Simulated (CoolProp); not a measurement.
Carbon dioxide along the isotherm 222.6 K: Z from the reference equation and from simpler models built on Tc = 304.1 K, pc = 7.377 MPa, ω = 0.224; each cubic takes its own stable root.

Model: reference Helmholtz-energy equation of state, Span 1996, in CoolProp.

```tsv
p (MPa)	phase	reference
6.15	liquid	0.1251
12.3	liquid	0.2476
18.4	liquid	0.3668
```

How far does each simpler model (van der Waals, Redlich-Kwong, Peng-Robinson) lie from the reference over these 3 states: mean and median of the absolute difference, and the worst?


- van der Waals: mean 56.8 %, median 56.4 %, worst +59.6 % at 222.6 K and 6.15 MPa
- Redlich-Kwong: mean 10.8 %, median 10.7 %, worst +11.8 % at 222.6 K and 6.15 MPa
- Peng-Robinson: mean 4.7 %, median 4.7 %, worst -4.9 % at 222.6 K and 18.4 MPa
